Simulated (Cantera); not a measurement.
## Equilibrium for iron carbonyl, mercury and lead vapours: Fe(CO)₅ + N₂

A closed system holds: 1 mol Fe(CO)₅, 1.2 mol N₂, equilibrated at 13300 Pa.

Cantera equilibrium calculation (NASA polynomials, part measured and part estimated; ideal gas, pure solids and liquids). Candidate condensed phases: C, Fe, Fe(CO)₅, FeO, Fe₂O₃, Fe₃O₄; 27 gas species. Condensed phases not in the tables: cementite and carbon dissolved in iron. Kinetics and transport are ignored.

```csv
T (°C),log p CO,log p N₂,log p CO₂,log p Fe,n C(graphite),n Fe(α),n Fe(γ)
677,-1.04,-1.55,-1.86,<-12,0.584,1.00,0
752,-0.99,-1.58,-2.44,<-12,0.166,1.00,0
827,-0.97,-1.59,-3.00,-11.90,0.0461,1.00,0
902,-0.97,-1.59,-3.51,-10.68,0.0144,1.00,0
977,-0.97,-1.59,-3.95,-9.61,0.00516,0,1.00
1052,-0.97,-1.59,-4.35,-8.66,0.00207,0,1.00
1127,-0.97,-1.59,-4.70,-7.81,0.000922,0,1.000
1202,-0.97,-1.59,-5.02,-7.06,0,0,1.000
```
log p: log10 of the partial pressure in bar; n: condensed amount in mol.

From 677 °C to 902 °C the condensed part is C(graphite) + Fe(α). From 977 °C to 1127 °C the condensed part is C(graphite) + Fe(γ). At 1202 °C the condensed part is Fe(γ).
